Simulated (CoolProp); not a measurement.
Vapour-liquid equilibrium of carbon dioxide (1) + 1-butene (2) at 5.54 bar; x and y are mole fractions of (1).

Computed with CoolProp (multi-fluid Helmholtz-energy mixture model, Span 1996 and Lemmon 2005; pair parameters Bell 2016).

```csv
x,bubble temperature (°C),y at the bubble point,dew temperature at overall composition x (°C),liquid density (mol/L)
0.05,22.4,0.498,45.1,10.82
0.15,-10.1,0.848,40.7,12.24
0.25,-26.6,0.932,36.0,13.44
0.35,-35.9,0.961,30.9,14.61
0.45,-41.4,0.973,___,15.83
0.55,___,0.980,19.0,17.17
0.65,-47.6,0.985,11.5,18.68
0.75,-49.7,0.989,2.2,20.44
0.85,-51.7,0.993,-10.3,22.54
0.95,-53.8,___,-32.1,25.12
```

**Question.** Fill in the missing entries.

**Answer.** 
- 0.45, dew temperature at overall composition x (°C): 25.3
- 0.55, bubble temperature (°C): -45.0
- 0.95, y at the bubble point: 0.997

No azeotrope shows between x = 0.05 and 0.95.

The pair parameters rest on a limited set of measurements; away from them the model extrapolates. The gap from Raoult's law changes sign with composition, which may be real or a fault of the pair parameters; it wasn't checked against measurements.
